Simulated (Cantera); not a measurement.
## Thermodynamics of abatement and gas-phase synthesis, feed PH₃ + H₂O + O₂ + H₂

Charge: 1 mol PH₃, 0.45 mol H₂O, a varied amount of O₂, 0.21 mol H₂, equilibrated at 3148.15 K and 1.33 mbar.

Method: chemical equilibrium by Gibbs-energy minimisation in Cantera with the NASA 1993 tables (ideal gas, pure condensed phases). Candidate condensed phases: H₂O, P, P₄O₁₀; 17 gas species. Gases not in the tables: HPO₂, HPO₃ and P₄O₆. The numbers say what is thermodynamically allowed, not how fast it happens.

```tsv
n(O₂) (mol)	log p H	log p O	log p P	log p PO	log p O₂	log p H₂	log p OH
0.04	-2.99	-4.32	-3.80	-4.10	-7.16	-4.75	-5.86
0.088	-2.99	-4.23	-3.83	-4.04	-6.98	-4.76	-5.78
0.19	-3.00	-4.07	-3.90	-3.96	-6.67	-4.78	-5.63
0.42	-3.03	-3.83	-4.06	-3.87	-6.19	-4.83	-5.41
0.92	-3.08	-3.54	-4.31	-3.83	-5.60	-4.94	-5.17
2	-3.20	-3.28	-4.63	-3.90	-5.10	-5.17	-5.03
4.4	-3.38	-3.10	-4.98	-4.07	-4.74	-5.53	-5.04
```
log p: log10 of the partial pressure in bar; nothing condenses.

From 0.04 mol O₂ to 4.4 mol O₂ nothing is condensed.
